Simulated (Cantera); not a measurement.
What does this Cantera script print?

```python
import numpy as np
import cantera as ct

surf = ct.Interface("ptcombust.yaml", "Pt_surf")
gas = surf.adjacent["gas"]
gas.TPX = 775, 180000, {'H2': 0.025, 'O2': 0.065, 'N2': 0.79}
surf.TP = 775, 180000
reactor = ct.FlowReactor(gas, clone=False)
reactor.area = 0.0001  # m2
reactor.surface_area_to_volume_ratio = 530  # 1/m
reactor.mass_flow_rate = 0.44 * reactor.area * gas.density  # inlet velocity 0.44 m/s
reactor.energy_enabled = False
wall = ct.ReactorSurface(surf, reactor, clone=False)
net = ct.ReactorNet([reactor])
net.rtol, net.atol = 1e-8, 1e-16
show, cover = ['H2', 'O2', 'H2O'], ['PT(S)', 'H(S)', 'O(S)', 'OH(S)', 'CO(S)', 'C(S)']

rows = []
print(f"{'z/m':>9s}{'u/(m/s)':>9s}" + "".join(f"{s:>13s}" for s in show + cover))
for z in [6.9e-05, 0.00015, 0.00032, 0.00069, 0.0015, 0.0032, 0.0069]:
    net.advance(z)
    rows.append([reactor.speed, *gas[show].X, *surf[cover].coverages])
    print(f"{z:9.4g}{rows[-1][0]:9.3g}" + "".join(f"{x:13.4e}" for x in rows[-1][1:]))
```

Result:

```
      z/m  u/(m/s)           H2           O2          H2O        PT(S)         H(S)         O(S)        OH(S)        CO(S)         C(S)
  6.9e-05    0.436   8.8080e-03   6.4656e-02   1.9884e-02   2.5854e-01   3.4240e-07   7.3029e-01   1.1116e-02   1.6229e-25  -2.1575e-29
  0.00015    0.435   4.7059e-03   6.2729e-02   2.4045e-02   1.4330e-01   1.1814e-07   8.4741e-01   9.2640e-03   1.5920e-25   1.3306e-28
  0.00032    0.434   2.3188e-03   6.1608e-02   2.6466e-02   7.5708e-02   4.0191e-08   9.1710e-01   7.1762e-03  -1.2453e-25  -8.6410e-29
  0.00069    0.434   1.0085e-03   6.0992e-02   2.7795e-02   4.2811e-02   1.5543e-08   9.5161e-01   5.5717e-03   3.4048e-24  -2.6374e-27
   0.0015    0.434   3.2274e-04   6.0670e-02   2.8491e-02   2.9617e-02   8.2748e-09   9.6567e-01   4.7016e-03   7.9080e-28   3.0225e-31
   0.0032    0.434   4.9623e-05   6.0542e-02   2.8768e-02   2.5482e-02   6.3353e-09   9.7013e-01   4.3834e-03   1.3562e-26  -4.4056e-31
   0.0069    0.434   1.1189e-06   6.0519e-02   2.8817e-02   2.4816e-02   6.0389e-09   9.7085e-01   4.3295e-03   2.9080e-28   9.0369e-32
```

Computed with Cantera and Deutschmann's 1995 Pt surface mechanism with GRI-Mech 3.0 gas chemistry. Catalytic surfaces can have several steady states; this one follows from the mechanism file's or the stated starting coverage. Mass transfer to the wall is taken as infinitely fast.
